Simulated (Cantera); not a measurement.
# Premixed flame

A freely propagating, adiabatic, planar premixed flame of 22.5 % CO, 0.989 % H2, 16.1 % O2, 60.5 % N2, equivalence ratio 0.73, unburnt at 600 K and 9.87 atm; multicomponent transport, grid criteria slope 0.08 and curve 0.16, no radiation.

Computed with Cantera and GRI-Mech 3.0 (53 species, 325 reactions). The hydrogen kinetics of GRI-Mech 3.0 are dated; newer H2 mechanisms differ, most at raised pressure. Burning velocities carry a grid error of a few per cent, more on coarse grids.

| z (mm) | T (K) | u (m/s) | x CO | x H2 | x O2 | x HO2 | x NO | x CO2 |
|---|---|---|---|---|---|---|---|---|
| -0.297 | 600 | 0.461 | 0.225 | 0.00965 | 0.161 | 1.43e-8 | <1e-8 | 4.99e-7 |
| -0.198 | 601 | 0.462 | 0.225 | 0.00911 | 0.161 | 2.37e-7 | <1e-8 | 1.20e-5 |
| -0.148 | 604 | 0.464 | 0.225 | 0.00847 | 0.161 | 1.09e-6 | <1e-8 | 6.97e-5 |
| -0.0990 | 624 | 0.478 | 0.224 | 0.00708 | 0.160 | 8.04e-6 | 6.28e-8 | 0.000698 |
| -0.0495 | 813 | 0.619 | 0.210 | 0.00423 | 0.153 | 0.000114 | 1.57e-6 | 0.0125 |
| -0.0247 | 1157 | 0.866 | 0.176 | 0.00226 | 0.136 | 0.000250 | 9.79e-6 | 0.0471 |
| 0 | 1579 | 1.15 | 0.122 | 0.000678 | 0.107 | 0.000103 | 2.62e-5 | 0.109 |
| 0.0247 | 1858 | 1.32 | 0.0790 | 0.000301 | 0.0841 | 4.73e-5 | 5.03e-5 | 0.160 |
| 0.0495 | 2016 | 1.41 | 0.0558 | 0.000275 | 0.0729 | 2.72e-5 | 7.74e-5 | 0.188 |
| 0.0990 | 2169 | 1.50 | 0.0361 | 0.000223 | 0.0642 | 1.26e-5 | 0.000129 | 0.212 |
| 0.198 | 2282 | 1.57 | 0.0223 | 0.000144 | 0.0584 | 5.51e-6 | 0.000215 | 0.228 |
| 0.396 | 2353 | 1.61 | 0.0132 | 8.67e-5 | 0.0546 | 3.00e-6 | 0.000345 | 0.239 |
| 0.792 | 2386 | 1.63 | 0.00861 | 5.83e-5 | 0.0526 | 2.29e-6 | 0.000536 | 0.244 |
x: mole fraction of selected species; z is measured from the peak of heat release.

```yaml
laminar_burning_velocity: 46.1 cm/s
thermal_thickness: 0.0990 mm
peak x(HO2): 0.000258
grid_points: 118
```
